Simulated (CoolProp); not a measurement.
Vapour-liquid equilibrium of R152A (1) + n-pentane (2) at 337.1 K; x and y are mole fractions of (1).

Model: multi-fluid Helmholtz-energy mixture model, Outcalt 1996 and Thol 2019; pair parameters Bell 2016, in CoolProp.

| x | bubble pressure, mixture model (bar) | bubble pressure, Raoult's law (bar) | y, mixture model | y, Raoult's law |
|---|---|---|---|---|
| 0.05 | 4.153 | 3.104 | 0.417 | 0.265 |
| 0.125 | 6.331 | 4.157 | 0.620 | 0.495 |
| 0.2 | 8.042 | 5.211 | 0.705 | 0.631 |
| 0.275 | 9.382 | 6.265 | 0.753 | 0.722 |
| 0.35 | 10.44 | 7.319 | [?] | 0.787 |
| 0.425 | 11.31 | 8.373 | 0.807 | 0.835 |
| 0.5 | [?] | 9.427 | 0.826 | 0.873 |
| 0.575 | 12.72 | 10.48 | 0.844 | 0.903 |
| 0.65 | 13.36 | 11.53 | 0.862 | 0.927 |
| 0.725 | 14.00 | 12.59 | [?] | 0.948 |
| 0.8 | 14.66 | 13.64 | 0.905 | 0.965 |
| 0.875 | 15.34 | 14.70 | 0.934 | 0.980 |
| 0.95 | 16.02 | 15.75 | 0.970 | 0.992 |

### Question
Fill in the missing entries.

### Answer

- 0.35, y, mixture model: 0.784
- 0.5, bubble pressure, mixture model (bar): 12.05
- 0.725, y, mixture model: 0.882

The largest gap from Raoult's law is +54.3 % in bubble pressure, at x = 0.2. No azeotrope shows between x = 0.05 and 0.95.

The pair parameters rest on a limited set of measurements; away from them the model extrapolates. With so large a gap from Raoult's law the liquid may split in two, which this calculation doesn't test in full.
